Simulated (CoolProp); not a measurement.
Saturation properties of cis-2-butene.

The numbers come from the reference Helmholtz-energy equation of state, Lemmon 2005 in CoolProp. It is a short technical equation, of lower accuracy than the large ones.

```tsv
T (K)	p (kPa)	liquid density (kg/m³)	vapour density (kg/m³)	enthalpy of vaporisation (kJ/kg)	liquid cp (kJ/(kg K))
305.1	265.8	607.1	6.376	385.1	2.278
308.2	291.9	603.3	6.970	381.6	2.293
311.4	320.9	599.3	(withheld)	378.0	2.309
314.5	351.0	595.4	(withheld)	374.4	2.325
317.7	384.2	591.4	9.066	370.7	2.342
320.8	418.6	587.4	9.848	367.0	2.359
323.9	455.3	583.4	10.68	363.3	2.377
327.1	495.6	579.2	11.60	359.3	(withheld)
330.2	537.1	575.1	12.55	(withheld)	2.415
333.3	581.2	570.9	13.56	(withheld)	2.434
336.5	629.5	566.5	14.67	347.2	2.455
339.6	679.0	562.2	15.81	343.0	2.476
```

Fill in the missing entries.


- 311.4, vapour density (kg/m³): 7.629
- 314.5, vapour density (kg/m³): 8.312
- 327.1, liquid cp (kJ/(kg K)): 2.396
- 330.2, enthalpy of vaporisation (kJ/kg): 355.4
- 333.3, enthalpy of vaporisation (kJ/kg): 351.4

It boils at 276.9 K under 1 atm.
